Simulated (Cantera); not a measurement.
Input (Python, Cantera):

```python
import numpy as np
import cantera as ct

gas = ct.Solution("SiF4_NH3_mec.yaml", "gas")
gas.TPX = 2250, 101325, {'NH3': 1, 'H2': 11}
inlet = ct.Reservoir(gas, clone=True)

reactor = ct.IdealGasConstPressureReactor(gas, energy="off", clone=False)
exhaust = ct.Reservoir(gas, clone=True)
tau = [11, 3.2, 0.97, 0.29, 0.089, 0.027, 0.0081, 0.0024, 0.00074][0]
for a, b in ((inlet, reactor), (reactor, exhaust)):
    ct.MassFlowController(a, b, mdot=lambda t: reactor.mass / tau)
net = ct.ReactorNet([reactor])
show = ['NH3', 'H2', 'N2H2', 'NH2', 'H', 'N2H4', 'NH']

rows = []
print(f"{'tau/s':>10s}{'T/K':>9s}" + "".join(f"{s:>11s}" for s in show))
for tau in [11, 3.2, 0.97, 0.29, 0.089, 0.027, 0.0081, 0.0024, 0.00074]:
    net.initial_time = 0.0
    net.advance(30 * tau)
    before = gas.X
    net.advance(40 * tau)
    drift = np.max(np.abs(gas.X - before) / (gas.X + 1e-9))
    rows.append([gas.T, *gas[show].X, drift])
    print(f"{tau:10.3e}{gas.T:9.1f}" + "".join(f"{x:11.3e}" for x in gas[show].X))
```

It prints:

```
     tau/s      T/K        NH3         H2       N2H2        NH2          H       N2H4         NH
 1.100e+01   2250.0  2.730e-04  9.543e-01  2.265e-10  6.491e-06  7.244e-03  3.268e-12  1.151e-06
 3.200e+00   2250.0  5.086e-04  9.542e-01  7.772e-10  1.205e-05  7.217e-03  1.126e-11  2.128e-06
 9.700e-01   2250.0  9.395e-04  9.540e-01  2.568e-09  2.201e-05  7.135e-03  3.756e-11  3.840e-06
 2.900e-01   2250.0  1.817e-03  9.538e-01  8.696e-09  4.105e-05  6.882e-03  1.307e-10  6.902e-06
 8.900e-02   2250.0  3.865e-03  9.533e-01  2.943e-08  7.861e-05  6.194e-03  4.796e-10  1.187e-05
 2.700e-02   2250.0  1.023e-02  9.512e-01  1.021e-07  1.614e-04  4.794e-03  2.024e-09  1.882e-05
 8.100e-03   2250.0  2.756e-02  9.432e-01  2.985e-07  3.131e-04  3.425e-03  7.626e-09  2.612e-05
 2.400e-03   2250.0  5.325e-02  9.300e-01  5.860e-07  4.789e-04  2.674e-03  1.785e-08  3.139e-05
 7.400e-04   2250.0  7.196e-02  9.202e-01  7.219e-07  5.602e-04  2.289e-03  2.442e-08  3.165e-05
```

Detailed kinetics in Cantera: the gas-phase N/H chemistry of the illustrative SiF4/NH3 mechanism in the Surface Chemkin manual (1991). Walls and surfaces, which speed up NH3 decomposition in real reactors, are not modelled.
